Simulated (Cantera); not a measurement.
An isothermal, constant-pressure homogeneous reactor starts with N₂O = 1 (molar parts), at 1098 K and 1.00 bar.

Detailed kinetics in Cantera: GRI-Mech 3.0 (53 species, 325 reactions). GRI-Mech 3.0 was tuned for natural gas; its chemistry of N2O as a main component is partial and can be far from experiment. The mechanism lacks the step 2 NO + O2 → 2 NO2, which can matter for NO2 below about 1400 K. The temperature is held fixed by assumption; the heat of reaction is taken as removed at once.

x: mole fraction; the columns are a selection and need not sum to one.

```tsv
t (s)	x N₂O	x NO	x O	x O₂	x N₂	x NO₂
0.000700	1.000	3.26e-6	3.00e-7	2.25e-5	4.69e-5	2.22e-10
0.00262	1.000	1.23e-5	3.00e-7	8.47e-5	0.000176	___
0.00979	0.999	4.60e-5	3.00e-7	0.000317	0.000658	___
0.0366	0.996	0.000171	3.00e-7	0.00119	0.00246	___
0.137	0.986	0.000632	2.99e-7	0.00440	0.00912	___
0.512	0.949	0.00227	2.93e-7	0.0160	0.0331	___
1.91	0.827	0.00750	2.73e-7	0.0537	0.111	___
7.15	0.533	0.0191	2.14e-7	0.146	0.302	___
26.7	0.165	0.0297	9.92e-8	0.263	0.542	___
100	0.00879	0.0304	8.24e-9	0.315	0.646	___
```

### Question
Fill in the missing entries.

### Answer

- 0.00262, x NO₂: 3.14e-9
- 0.00979, x NO₂: 4.24e-8
- 0.0366, x NO₂: 5.23e-7
- 0.137, x NO₂: 4.89e-6
- 0.512, x NO₂: 2.70e-5
- 1.91, x NO₂: 9.95e-5
- 7.15, x NO₂: 0.000262
- 26.7, x NO₂: 0.000417
- 100, x NO₂: 0.000549
